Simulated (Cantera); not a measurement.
Charge: 1 mol Si3N4, a varied amount of HF, 9.8 mol N2, equilibrated at 500 °C and 0.000340 bar.

Cantera equilibrium calculation (NASA polynomials, part measured and part estimated; ideal gas, pure solids and liquids). Candidate condensed phases: Si, Si3N4; 37 gas species. The numbers say what is thermodynamically allowed, not how fast it happens.

Which condensed phases are stable at each of these points (n(HF) (mol)): 3.1, 4.5, 5.8, 7.2, 8.6, 9.9, 11, 13, 14, 15?


```tsv
n(HF) (mol)	condensed phases	Si condensed (%)
3.1	Si3N4(s)	74.2
4.5	Si3N4(s)	62.5
5.8	Si3N4(s)	51.7
7.2	Si3N4(s)	40.0
8.6	Si3N4(s)	28.3
9.9	Si3N4(s)	17.5
11	Si3N4(s)	8.3
13	gas only	0.0
14	gas only	0.0
15	gas only	0.0
```

From 3.1 mol HF to 11 mol HF the condensed part is Si3N4(s). From 13 mol HF to 15 mol HF nothing is condensed.
